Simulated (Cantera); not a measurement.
**Reactions in the system C-H-Ti**

Cantera with NASA thermochemical tables; ideal gases at 1 bar, condensed phases pure. Values are per mole of reaction as written; species without (g) are pure solids or liquids, kept so even where they would boil at 1 bar. TiC: taken at fixed stoichiometry.

2 TiC + H2(g) = C2H2(g) + 2 Ti

```tsv
T (K)	ΔH° (kJ)	ΔS° (J/K)	ΔG° (kJ)	log10 K	condensed phases
300	596.4	83.2	571.4	-99.49	TiC(s), Ti(α)
723	593.0	76.4	537.7	-38.85	TiC(s), Ti(α)
873	592.1	75.4	526.3	-31.49	TiC(s), Ti(α)
1023	592.0	75.2	515.0	-26.30	TiC(s), Ti(α)
1173	601.2	83.2	503.6	-22.42	TiC(s), Ti(β)
1323	600.2	82.5	491.1	-19.39	TiC(s), Ti(β)
1473	599.9	82.2	478.8	-16.98	TiC(s), Ti(β)
```
